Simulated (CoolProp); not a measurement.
Vapour-liquid equilibrium of cis-2-butene (1) + methanol (2) at 82.65 °C; x and y are mole fractions of (1).

The numbers come from the multi-fluid Helmholtz-energy mixture model, Lemmon 2005 and de Reuck 1993; pair parameters Bell 2016 in CoolProp.

Give the bubble pressure and the first vapour's composition at x = 0.05, 0.35, 0.5. Is there an azeotrope?

x = 0.05: 4.332 bar, y = 0.542; x = 0.35: 9.918 bar, y = 0.806; x = 0.5: 9.978 bar, y = 0.807. y crosses x between x = 0.8 and 0.95: the model has an azeotrope there.

Pair parameters are fitted to limited data, so mixtures are less certain than the pure fluids. With so large a gap from Raoult's law the liquid may split in two, which this calculation doesn't test in full.
